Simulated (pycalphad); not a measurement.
Al-Zr solution, phase bcc, at 1177 °C; mixing quantities and activities refer to the pure elements in the same phase at that temperature, stable or not. Over part of the range this solution is metastable.

Source of the numbers: pycalphad with the COST 507 light-alloy database (1999); pressure 1 atm. These are 1990s assessments: newer ones move some temperatures and phases. Al is not stable in this structure, so the reference rests on SGTE lattice stabilities.

```
x(Zr)  ΔH mix (kJ/mol)  ΔG mix (kJ/mol)  excess S (J/mol/K)     a(Al)     a(Zr)
-----  ---------------  ---------------  ------------------  --------  --------
0.02             -2.33            -2.61               -0.63     0.979   5.80e-5
0.05             -5.70            -5.89               -1.52     0.942  0.000179
0.1             -10.93           -10.68               -2.88     0.862  0.000541
0.2             -19.76           -18.37               -5.12     0.643   0.00288
0.3                [?]              [?]               -6.72       [?]       [?]
0.4             -29.74           -26.71               -7.68     0.198    0.0446
0.5             -30.57           -27.33               -8.00    0.0825     0.130
0.6             -28.68           -25.66               -7.68    0.0300     0.298
0.7                [?]              [?]               -6.72       [?]       [?]
0.8             -17.65           -16.26               -5.12   0.00363     0.755
0.9              -9.35            -9.09               -2.88   0.00131     0.904
0.95             -4.76            -4.95               -1.52  0.000668     0.954
0.98             -1.92            -2.19               -0.63  0.000291     0.981
```

**Question.** Fill in the missing entries.

**Answer.** 
- 0.3, ΔH mix (kJ/mol): -26.10
- 0.3, ΔG mix (kJ/mol): -23.72
- 0.3, a(Al): 0.395
- 0.3, a(Zr): 0.0123
- 0.7, ΔH mix (kJ/mol): -24.25
- 0.7, ΔG mix (kJ/mol): -21.88
- 0.7, a(Al): 0.0103
- 0.7, a(Zr): 0.531
